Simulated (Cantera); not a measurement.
An adiabatic, constant-pressure homogeneous reactor starts with CH4 : O2 : N2 : H2O = 1 : 2.2 : 8.26 : 0.51 (molar parts), at 1125 K and 3.75 atm. Integrator tolerance rtol = 1e-08.

Detailed kinetics in Cantera: GRI-Mech 3.0 (53 species, 325 reactions).

Problem. What does this change do: initial temperature 1125 to 1375 K?

Solution. 
| quantity | before | after |
|---|---|---|
| time of steepest temperature rise | 35.8 ms | 1.66 ms |
| temperature at 2.00 s | 2569 K | 2691 K |
| equilibrium temperature | 2569 K | 2691 K |
| x(CH4) at 2.00 s | <1e-12 (gas-phase equilibrium <1e-12) | <1e-12 (gas-phase equilibrium <1e-12) |
| x(O2) at 2.00 s | 0.0196 (gas-phase equilibrium 0.0196) | 0.0221 (gas-phase equilibrium 0.0221) |
| x(H2O) at 2.00 s | 0.195 (gas-phase equilibrium 0.195) | 0.188 (gas-phase equilibrium 0.188) |
| x(HCN) at 2.00 s | 2.04e-10 (gas-phase equilibrium 2.04e-10) | 6.06e-10 (gas-phase equilibrium 6.06e-10) |
| x(CH2) at 2.00 s | <1e-12 (gas-phase equilibrium <1e-12) | <1e-12 (gas-phase equilibrium <1e-12) |
| x(NO) at 2.00 s | 0.00735 (gas-phase equilibrium 0.00735) | 0.00943 (gas-phase equilibrium 0.00943) |
| x(H2O2) at 2.00 s | 4.34e-7 (gas-phase equilibrium 4.34e-7) | 5.61e-7 (gas-phase equilibrium 5.61e-7) |

Problem. What does this change do: initial temperature 1125 to 1098 K?

Solution. 
```
quantity                                                              before                                      after
---------------------------------  -----------------------------------------  -----------------------------------------
time of steepest temperature rise                                    35.8 ms                                    52.3 ms
temperature at 2.00 s                                                 2569 K                                     2555 K
equilibrium temperature                                               2569 K                                     2555 K
x(CH4) at 2.00 s                       <1e-12 (gas-phase equilibrium <1e-12)      <1e-12 (gas-phase equilibrium <1e-12)
x(O2) at 2.00 s                        0.0196 (gas-phase equilibrium 0.0196)      0.0193 (gas-phase equilibrium 0.0193)
x(H2O) at 2.00 s                         0.195 (gas-phase equilibrium 0.195)        0.196 (gas-phase equilibrium 0.196)
x(HCN) at 2.00 s                   2.04e-10 (gas-phase equilibrium 2.04e-10)  1.78e-10 (gas-phase equilibrium 1.78e-10)
x(CH2) at 2.00 s                       <1e-12 (gas-phase equilibrium <1e-12)      <1e-12 (gas-phase equilibrium <1e-12)
x(NO) at 2.00 s                      0.00735 (gas-phase equilibrium 0.00735)    0.00714 (gas-phase equilibrium 0.00714)
x(H2O2) at 2.00 s                    4.34e-7 (gas-phase equilibrium 4.34e-7)    4.21e-7 (gas-phase equilibrium 4.21e-7)
```
